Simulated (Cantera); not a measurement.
Transport properties of process gases

Gas mixture: 68.8 % O2, 31.2 % N2O, at 2.96 atm, frozen composition.

Cantera's kinetic-theory transport with the Lennard-Jones parameters of GRI-Mech 3.0, ideal gas; thermal conductivity in the multicomponent form. The composition is frozen, though it would react at the higher temperatures.

```json
[
 {"T (K)": "400", "ρ (kg/m³)": "3.22", "cp (J/kg/K)": "952.5", "μ (µPa s)": "23.2", "λ (mW/m/K)": "30.7", "Pr": "0.721", "D (cm²/s) CO2": "0.0798", "D (cm²/s) NH3": "0.117", "D (cm²/s) O": "0.168"},
 {"T (K)": "650", "ρ (kg/m³)": "1.98", "cp (J/kg/K)": "1059", "μ (µPa s)": "33.4", "λ (mW/m/K)": "48.9", "Pr": "0.724", "D (cm²/s) CO2": "0.190", "D (cm²/s) NH3": "0.288", "D (cm²/s) O": "0.386"},
 {"T (K)": "900", "ρ (kg/m³)": "1.43", "cp (J/kg/K)": "1132", "μ (µPa s)": "41.9", "λ (mW/m/K)": "65.4", "Pr": "0.725", "D (cm²/s) CO2": "0.334", "D (cm²/s) NH3": "0.514", "D (cm²/s) O": "0.668"},
 {"T (K)": "1150", "ρ (kg/m³)": "1.12", "cp (J/kg/K)": "1176", "μ (µPa s)": "49.4", "λ (mW/m/K)": "80.2", "Pr": "0.725", "D (cm²/s) CO2": "0.507", "D (cm²/s) NH3": "0.788", "D (cm²/s) O": "1.01"},
 {"T (K)": "1400", "ρ (kg/m³)": "0.921", "cp (J/kg/K)": "1208", "μ (µPa s)": "56.3", "λ (mW/m/K)": "93.9", "Pr": "0.724", "D (cm²/s) CO2": "0.706", "D (cm²/s) NH3": "1.10", "D (cm²/s) O": "1.40"},
 {"T (K)": "1650", "ρ (kg/m³)": "0.782", "cp (J/kg/K)": "1234", "μ (µPa s)": "62.7", "λ (mW/m/K)": "107", "Pr": "0.724", "D (cm²/s) CO2": "0.930", "D (cm²/s) NH3": "1.46", "D (cm²/s) O": "1.83"},
 {"T (K)": "1900", "ρ (kg/m³)": "0.679", "cp (J/kg/K)": "1255", "μ (µPa s)": "68.8", "λ (mW/m/K)": "119", "Pr": "0.723", "D (cm²/s) CO2": "1.18", "D (cm²/s) NH3": "1.85", "D (cm²/s) O": "2.32"}
]
```
D: mixture-averaged diffusion coefficient of that species in the mixture.
